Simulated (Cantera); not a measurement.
What does this Cantera script print?

```python
import numpy as np
import cantera as ct

gas = ct.Solution("gri30.yaml")
gas.TPX = 475, 79000, {'CH3OH': 1, 'O2': 1.72, 'N2': 6.48}
inlet = ct.Reservoir(gas, clone=True)
gas.equilibrate("HP")  # start burning
reactor = ct.IdealGasConstPressureReactor(gas, energy="on", clone=False)
exhaust = ct.Reservoir(gas, clone=True)
tau = [0.082, 0.024, 0.0069, 0.002, 0.00059, 0.00017, 5e-05, 1.5e-05, 4.3e-06][0]
for a, b in ((inlet, reactor), (reactor, exhaust)):
    ct.MassFlowController(a, b, mdot=lambda t: reactor.mass / tau)
net = ct.ReactorNet([reactor])
show = ['CH3OH', 'O2', 'NO', 'CH2CO', 'C2H4', 'C2H6', 'O']

rows = []
print(f"{'tau/s':>10s}{'T/K':>9s}" + "".join(f"{s:>11s}" for s in show))
for tau in [0.082, 0.024, 0.0069, 0.002, 0.00059, 0.00017, 5e-05, 1.5e-05, 4.3e-06]:
    net.initial_time = 0.0
    net.advance(30 * tau)
    before = gas.X
    net.advance(40 * tau)
    drift = np.max(np.abs(gas.X - before) / (gas.X + 1e-9))
    rows.append([gas.T, *gas[show].X, drift])
    print(f"{tau:10.3e}{gas.T:9.1f}" + "".join(f"{x:11.3e}" for x in gas[show].X))
```

It prints:

```
     tau/s      T/K      CH3OH         O2         NO      CH2CO       C2H4       C2H6          O
 8.200e-02   2193.1  1.257e-06  2.473e-02  1.039e-03  4.798e-11  1.332e-12  1.297e-14  6.850e-04
 2.400e-02   2162.7  3.353e-06  2.638e-02  4.340e-04  1.428e-10  4.659e-12  5.562e-14  1.044e-03
 6.900e-03   2102.4  8.149e-06  2.908e-02  1.640e-04  4.864e-10  1.768e-11  3.103e-13  1.834e-03
 2.000e-03   2018.2  1.976e-05  3.260e-02  6.288e-05  2.347e-09  1.353e-10  3.712e-12  3.088e-03
 5.900e-04   1924.4  5.269e-05  3.667e-02  2.939e-05  1.436e-08  1.438e-09  6.053e-11  4.432e-03
 1.700e-04   1824.1  1.832e-04  4.310e-02  1.292e-05  1.319e-07  2.084e-08  1.345e-09  4.862e-03
 5.000e-05    475.0  1.087e-01  1.870e-01 -1.231e-20 -1.562e-20 -6.539e-21 -1.645e-21 -6.126e-31
 1.500e-05    475.0  1.087e-01  1.870e-01 -5.654e-24 -7.173e-24 -3.002e-24 -7.551e-25  4.584e-34
 4.300e-06    475.0  1.087e-01  1.870e-01 -3.571e-25 -4.531e-25 -1.896e-25 -4.770e-26 -2.107e-34
```

Detailed kinetics in Cantera: GRI-Mech 3.0 (53 species, 325 reactions). GRI-Mech 3.0 was tuned for natural gas; its chemistry of methanol as a main component is partial and can be far from experiment.
